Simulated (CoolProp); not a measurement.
A single-stage vapour-compression cycle with the fluid: evaporating at 316.15 K (dew point), condensing at 374.15 K (bubble point), superheat 2 K, subcooling 2 K, compressor efficiency 0.75, no pressure losses. The same conditions are run with several fluids, on thermodynamics alone (safety and materials aside).

Model: reference Helmholtz-energy equation of state of each fluid (R21: Platzer 1990; R113: Marx 1992; propyne: Polt 1992; cyclopropane: Polt 1992; n-perfluoropentane: Gao 2022; R124: de Vries 1995), in CoolProp. The equations of Platzer and Polt are older, rougher fits.

Q: Rank R21, R113, propyne, cyclopropane, n-perfluoropentane, R124 by cooling COP, highest first.

A: R21 (3.27), R113 (3.10), propyne (2.81), cyclopropane (2.68), R124 (2.34), n-perfluoropentane (1.63)

| fluid | pressure ratio | discharge temperature (K) | refrigerating effect (kJ/kg) | volumetric capacity (kJ/m³) |
|---|---|---|---|---|
| R21 | 4.19 | 406.7 | 158 | 2150 |
| R113 | 5.15 | 374.1 | 92.9 | 592 |
| propyne | 3.58 | 399.4 | 274 | 4640 |
| cyclopropane | 3.25 | 394.5 | 221 | 4860 |
| n-perfluoropentane | 4.83 | 374.1 | 23.8 | 458 |
| R124 | 3.76 | 379.4 | 64.0 | 2510 |

The compression ends wet for: R113; n-perfluoropentane.
